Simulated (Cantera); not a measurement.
A freely propagating, adiabatic, planar premixed flame of 43.4 % H2, 8.33 % O2, 30.9 % N2, 17.4 % H2O, equivalence ratio 2.6, unburnt at 650 K and 101000 Pa; multicomponent+Soret transport, grid criteria slope 0.08 and curve 0.16, no radiation.

Cantera simulation using the H2/O2 subset of GRI-Mech 3.0, which has no nitrogen chemistry; the numbers are that mechanism's predictions, not measurements. Burning velocities carry a grid error of a few per cent, more on coarse grids.

x: mole fraction of selected species; z is measured from the peak of heat release.

| z (mm) | T (K) | u (m/s) | x H2 | x O2 | x H2O | x OH | x H2O2 | x H |
|---|---|---|---|---|---|---|---|---|
| -1.28 | 650 | 6.66 | 0.434 | 0.0833 | 0.174 | <1e-8 | <1e-8 | <1e-8 |
| -0.853 | 650 | 6.66 | 0.434 | 0.0833 | 0.174 | <1e-8 | <1e-8 | <1e-8 |
| -0.640 | 650 | 6.66 | 0.434 | 0.0833 | 0.174 | <1e-8 | <1e-8 | <1e-8 |
| -0.426 | 650 | 6.65 | 0.433 | 0.0834 | 0.174 | <1e-8 | 1.88e-8 | 1.46e-7 |
| -0.213 | 689 | 6.91 | 0.419 | 0.0842 | 0.180 | ? | ? | ? |
| -0.107 | ? | 8.59 | 0.392 | 0.0777 | ? | ? | ? | ? |
| 0 | 1166 | 11.3 | 0.343 | 0.0543 | 0.254 | 0.000852 | 2.63e-6 | 0.0198 |
| 0.107 | 1378 | 13.3 | 0.291 | 0.0229 | 0.315 | 0.00166 | 9.78e-7 | 0.0393 |
| 0.213 | 1484 | 14.3 | 0.268 | 0.00681 | 0.347 | 0.00199 | 6.45e-7 | 0.0462 |
| 0.426 | 1572 | 15.1 | 0.264 | 0.000725 | 0.360 | 0.00210 | 4.25e-7 | 0.0421 |
| 0.853 | 1650 | 15.7 | 0.270 | 0.000129 | 0.364 | 0.00194 | 2.62e-7 | 0.0320 |
| 1.71 | 1720 | 16.3 | 0.277 | 6.01e-5 | 0.366 | 0.00157 | 1.37e-7 | 0.0219 |
| 3.41 | 1774 | 16.7 | 0.282 | 2.57e-5 | 0.368 | 0.00112 | 6.25e-8 | 0.0138 |

Q: Some entries are withheld; supply them.

A: 
- -0.213, x OH: 5.36e-5
- -0.213, x H2O2: 7.90e-6
- -0.213, x H: 0.000241
- -0.107, T (K): 876
- -0.107, x H2O: 0.202
- -0.107, x OH: 0.000349
- -0.107, x H2O2: 1.20e-5
- -0.107, x H: 0.00396
